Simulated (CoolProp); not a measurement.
A simple Rankine cycle with sulfur dioxide: condensing at 320.15 K, boiler at 4.52 MPa, turbine inlet 400.2 K, turbine efficiency 0.8, pump efficiency 0.6, no recuperator. Each further row changes one setting.

Values from CoolProp's reference Helmholtz-energy equation of state, Gao 2016.

```json
[
 {"case": "as stated", "thermal efficiency (%)": "12.5", "net work (kJ/kg)": "41.1", "heat in (kJ/kg)": "328", "turbine exit temperature (K)": "320.2", "volume ratio over the turbine": "5.62"},
 {"case": "turbine inlet 420.2 K", "thermal efficiency (%)": "12.9", "net work (kJ/kg)": "46.1", "heat in (kJ/kg)": "357", "turbine exit temperature (K)": "320.2", "volume ratio over the turbine": "5.09"},
 {"case": "condensing temperature 312.15 K", "thermal efficiency (%)": "13.8", "net work (kJ/kg)": "46.7", "heat in (kJ/kg)": "340", "turbine exit temperature (K)": "312.2", "volume ratio over the turbine": "6.99"},
 {"case": "boiler pressure 3.16 MPa", "thermal efficiency (%)": "10.8", "net work (kJ/kg)": "38.8", "heat in (kJ/kg)": "358", "turbine exit temperature (K)": "320.2", "volume ratio over the turbine": "3.57"},
 {"case": "turbine efficiency 0.7", "thermal efficiency (%)": "10.8", "net work (kJ/kg)": "35.4", "heat in (kJ/kg)": "328", "turbine exit temperature (K)": "320.2", "volume ratio over the turbine": "5.73"}
]
```

The expansion ends wet for: as stated; turbine inlet 420.2 K; condensing temperature 312.15 K; boiler pressure 3.16 MPa; turbine efficiency 0.7.
